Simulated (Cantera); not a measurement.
Pyrogenic steam for wet oxidation

A perfectly stirred reactor is fed with H2 : O2 : N2 : H2O = 1.4 : 1 : 2.2 : 0.0062 (molar parts), equivalence ratio 0.70, at 0.260 bar; it is held at 948 K, and followed from long to short residence time.

Cantera simulation using GRI-Mech 3.0 (53 species, 325 reactions); the numbers are that mechanism's predictions, not measurements. Below about 950 K walls govern HO2 and H2O2 in real vessels. The temperature is held fixed by assumption; the heat of reaction is taken as removed at once.

```csv
τ (s),x H2,x O2,x NO,x H2O,x H,x HO2
1.1,0.0333,0.0920,6.18e-10,0.321,6.35e-6,5.92e-5
0.39,0.0348,0.0928,1.61e-9,0.319,1.74e-5,6.47e-5
0.13,0.0360,0.0933,4.63e-9,0.317,5.17e-5,6.75e-5
0.044,0.0410,0.0956,1.15e-8,0.311,0.000148,7.02e-5
0.015,0.0514,0.100,2.48e-8,0.299,0.000408,7.35e-5
0.0050,0.0692,0.109,4.73e-8,0.277,0.00110,7.74e-5
0.0017,0.0956,0.121,7.83e-8,0.245,0.00276,8.06e-5
0.00057,0.133,0.139,1.11e-7,0.197,0.00646,8.12e-5
0.00019,0.185,0.163,1.17e-7,0.131,0.0128,7.57e-5
```
x: mole fraction; the columns are a selection and need not sum to one.
